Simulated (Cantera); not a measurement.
An isothermal, constant-pressure homogeneous reactor starts with CH4 : N2 = 1 : 2.5 (molar parts), at 1250 K and 735 Torr. Integrator tolerance rtol = 1e-08.

Cantera simulation using GRI-Mech 3.0 (53 species, 325 reactions); the numbers are that mechanism's predictions, not measurements. GRI-Mech 3.0 stops at C3 and has no aromatics, soot or wall deposition, so with more carbon than oxygen in the feed, carbon stays in small species such as C2H2 where larger ones or solid carbon would form.

What does this change do: temperature 1250 to 1475 K?


```csv
quantity,before,after
x(CH4) at 30.0 s,0.268 (gas-phase equilibrium 0.154),0.0459 (gas-phase equilibrium 0.0378)
x(C2H) at 30.0 s,1.23e-12 (gas-phase equilibrium 6.78e-12),3.48e-9 (gas-phase equilibrium 2.04e-9)
x(H2) at 30.0 s,0.0192 (gas-phase equilibrium 0.143),0.274 (gas-phase equilibrium 0.286)
x(C2H2) at 30.0 s,0.00540 (gas-phase equilibrium 0.0180),0.0858 (gas-phase equilibrium 0.0515)
x(HCN) at 30.0 s,<1e-12 (gas-phase equilibrium 0.0404),1.83e-8 (gas-phase equilibrium 0.0806)
x(C2H6) at 30.0 s,0.000139 (gas-phase equilibrium 0.000172),2.36e-5 (gas-phase equilibrium 1.54e-5)
x(H) at 30.0 s,1.51e-8 (gas-phase equilibrium 1.86e-7),6.91e-6 (gas-phase equilibrium 7.05e-6)
```

What does this change do: temperature 1250 to 1575 K?


| quantity | before | after |
|---|---|---|
| x(CH4) at 30.0 s | 0.268 (gas-phase equilibrium 0.154) | 0.0206 (gas-phase equilibrium 0.0161) |
| x(C2H) at 30.0 s | 1.23e-12 (gas-phase equilibrium 6.78e-12) | 2.22e-8 (gas-phase equilibrium 1.27e-8) |
| x(H2) at 30.0 s | 0.0192 (gas-phase equilibrium 0.143) | 0.307 (gas-phase equilibrium 0.313) |
| x(C2H2) at 30.0 s | 0.00540 (gas-phase equilibrium 0.0180) | 0.0994 (gas-phase equilibrium 0.0572) |
| x(HCN) at 30.0 s | <1e-12 (gas-phase equilibrium 0.0404) | 3.68e-7 (gas-phase equilibrium 0.0909) |
| x(C2H6) at 30.0 s | 0.000139 (gas-phase equilibrium 0.000172) | 6.20e-6 (gas-phase equilibrium 3.72e-6) |
| x(H) at 30.0 s | 1.51e-8 (gas-phase equilibrium 1.86e-7) | 2.34e-5 (gas-phase equilibrium 2.36e-5) |
